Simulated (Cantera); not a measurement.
Input: 1 mol AlCl3, 2.6 mol N2, held at 1250 °C and 10.0 Pa.

These are equilibrium values from Cantera (NASA tables, ideal gas, pure condensed phases), not measurements of a reactor. Candidate condensed phases: Al, AlCl3, AlN; 11 gas species. The tables' values for AlCl2 are old estimates; treat these amounts as uncertain. Rates play no part.

Base state: N2 0.712, AlCl3 0.262, Cl 0.0142, AlCl2 0.00941, AlCl 0.00241 (mole fractions); condensed: gas only.

Problem. What changes in the equilibrium state with this change: AlCl3 replaced by Al?

Solution. 
| species | before | after |
|---|---|---|
| N2 | 0.712 | 1.000 |
| Al | 4.14e-9 | 0.000134 |
| AlCl3 | 0.262 | 0 |
| Cl | 0.0142 | 0 |
| AlCl2 | 0.00941 | 0 |
| AlCl | 0.00241 | 0 |
| AlN(s), mol | 0 | 1.000 |

Problem. What changes in the equilibrium state with this change: 0.01 mol Cl2 added?

Solution. 
| species | before | after |
|---|---|---|
| N2 | 0.712 | 0.710 |
| AlCl3 | 0.262 | 0.263 |
| Cl | 0.0142 | 0.0169 |
| AlCl2 | 0.00941 | 0.00797 |
| AlCl | 0.00241 | 0.00172 |
